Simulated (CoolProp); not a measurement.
CHF3 (R23) along the isotherm 310.1 K: Z from the reference equation and from simpler models built on Tc = 299.3 K, pc = 4.832 MPa, ω = 0.263; each cubic takes its own stable root.

Values from CoolProp's reference Helmholtz-energy equation of state, Penoncello 2003.

| p (MPa) | phase | reference |
|---|---|---|
| 3.22 | gas | 0.7495 |
| 6.44 | supercritical | 0.2823 |
| 9.66 | supercritical | 0.3033 |
| 12.9 | supercritical | 0.3722 |
| 16.1 | supercritical | 0.4417 |
| 19.3 | supercritical | 0.5107 |
| 22.5 | supercritical | 0.5787 |
| 25.8 | supercritical | 0.6477 |
| 29 | supercritical | 0.7137 |
| 32.2 | supercritical | 0.7788 |
| 35.4 | supercritical | 0.8430 |
| 38.7 | supercritical | 0.9085 |
| 41.9 | supercritical | 0.9713 |
| 45.1 | supercritical | 1.033 |
| 48.3 | supercritical | 1.095 |

### Question
How far does each simpler model (Soave-Redlich-Kwong, Peng-Robinson) lie from the reference over these 15 states: mean and median of the absolute difference, and the worst?

### Answer
- Soave-Redlich-Kwong: mean 16.0 %, median 15.1 %, worst +26.0 % at 310.1 K and 6.44 MPa
- Peng-Robinson: mean 5.4 %, median 3.6 %, worst +17.1 % at 310.1 K and 6.44 MPa
